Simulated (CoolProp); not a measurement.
Properties of acetone at several states (Tc = 508.1 K, pc = 4.692 MPa, ω = 0.307).

Computed with CoolProp (reference Helmholtz-energy equation of state, Lemmon 2006). It is a short technical equation, of lower accuracy than the large ones.

```tsv
T (K)	p (MPa)	phase	Z	isothermal compressibility (1/MPa)
286.3	0.431	liquid	0.01318	0.001161
274.8	0.315	liquid	0.009878	0.001050
203	0.0407	liquid	0.001579	0.0005900
481.5	22.5	liquid	0.5378	0.004849
```
